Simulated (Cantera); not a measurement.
An adiabatic, constant-pressure homogeneous reactor starts with 6.04 % CO, 1.45 % H2, 9.12 % O2, 83.4 % N2, at 1000 K and 1500000 Pa.

Cantera simulation using GRI-Mech 3.0 (53 species, 325 reactions); the numbers are that mechanism's predictions, not measurements. The hydrogen kinetics of GRI-Mech 3.0 are dated; newer H2 mechanisms differ, most at raised pressure. The pressure lies above the range GRI-Mech 3.0 was tuned for (to about 10 atm).

**Question.** Predict: time of steepest temperature rise; temperature at 0.200 s; equilibrium temperature; x(CO) at 0.200 s; x(H2) at 0.200 s; x(O2) at 0.200 s; x(H2O2) at 0.200 s; x(N2O) at 0.200 s; x(HO2) at 0.200 s.

**Answer.** 
```json
{
  "time_of_steepest_temperature_rise": "16.5 ms",
  "temperature at 0.200 s": "1600 K",
  "equilibrium_temperature": "1598 K",
  "x(CO) at 0.200 s": "1.38e-6 (gas-phase equilibrium 1.34e-6)",
  "x(H2) at 0.200 s": "1.10e-7 (gas-phase equilibrium 1.08e-7)",
  "x(O2) at 0.200 s": "0.0559 (gas-phase equilibrium 0.0553)",
  "x(H2O2) at 0.200 s": "4.95e-9 (gas-phase equilibrium 4.86e-9)",
  "x(N2O) at 0.200 s": "2.55e-7 (gas-phase equilibrium 2.51e-7)",
  "x(HO2) at 0.200 s": "1.07e-7 (gas-phase equilibrium 1.05e-7)"
}
```
